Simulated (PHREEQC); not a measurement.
Synthetic water in mmol/kgw, 20 °C, pH 5.61, pe 12:

```
constituent                mmol/kgw
-------------------------  --------
Na                           0.0416
K                           0.00421
Ca                           0.0232
Mg                           0.0286
Cl                           0.0282
S(6)                        0.00487
Alkalinity (meq/kgw)           0.11
O(0) (counted as O atoms)   0.00459
Pb                          0.00119
```

Na is adjusted to close the charge balance.
Valence states are taken as typed.

The numbers come from PHREEQC with the ion-association model, wateq4f.dat.

No solid was allowed to form.

### Question
Order these Pb species by the share of Pb that they hold, largest first: PbOH+, Pb+2, PbSO4, PbCO3, PbHCO3+.

### Answer
Pb+2 (89 %), PbHCO3+ (7.4 %), PbCO3 (2.7 %), PbOH+ (0.67 %), PbSO4 (0.21 %)

The pH is 5.61 and the ionic strength 0.000208 mol/kgw.
